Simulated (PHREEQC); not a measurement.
Solution (25 °C): 20 mmol/kgw KH2PO4 and 0.14 mmol/kgw H2SO4. Closed to the air; pH follows from the charge balance.

All values are PHREEQC results (ion-association model, phreeqc.dat), not measurements.

Precipitation was switched off in this run.

Problem. Order these S species by the share of S that they hold, largest first: SO4-2, KSO4-, HSO4-.

Solution. SO4-2 (92 %), KSO4- (7.4 %), HSO4- (0.49 %)

The pH is 4.08 and the ionic strength 0.0202 mol/kgw.
